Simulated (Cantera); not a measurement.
## Ignition delay

Mixture: 18.8 % CH₄, 17.1 % O₂, 64.2 % N₂, at 92000 Pa, adiabatic and at constant volume. Ignition delay is the time to a rise of 400 K.

Model: GRI-Mech 3.0 (53 species, 325 reactions), integrated in Cantera.

```csv
T0 (K),delay (ms)
1225,50.0
1275,25.1
1325,13.0
1375,6.93
1425,3.80
1475,2.15
1525,1.26
```

```json
{
 "apparent activation energy between 1425 and 1525 K": "200 kJ/mol"
}
```
